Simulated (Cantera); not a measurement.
An isothermal, constant-pressure homogeneous reactor starts with H2 : O2 = 0.39 : 1 (molar parts), equivalence ratio 0.20, at 1000 K and 0.00503 atm. Integrator tolerance rtol = 1e-08.

Cantera simulation using the H2/O2 subset of GRI-Mech 3.0, which has no nitrogen chemistry; the numbers are that mechanism's predictions, not measurements. Radical loss at walls, strong at low pressure, is not modelled. The temperature is held fixed by assumption; the heat of reaction is taken as removed at once.

Problem. What does this change do: H2 0.39 to 3.3 parts?

Solution. 
```csv
quantity,before,after
x(H2) at 1.00 s,7.44e-6 (gas-phase equilibrium 4.90e-10),0.381 (gas-phase equilibrium 0.394)
x(O2) at 1.00 s,0.674 (gas-phase equilibrium 0.674),3.62e-6 (gas-phase equilibrium <1e-12)
x(HO2) at 1.00 s,3.20e-7 (gas-phase equilibrium 1.08e-9),9.70e-11 (gas-phase equilibrium <1e-12)
x(H) at 1.00 s,9.57e-7 (gas-phase equilibrium <1e-12),0.0193 (gas-phase equilibrium 2.01e-8)
x(H2O2) at 1.00 s,6.57e-8 (gas-phase equilibrium 5.39e-11),2.27e-10 (gas-phase equilibrium <1e-12)
```
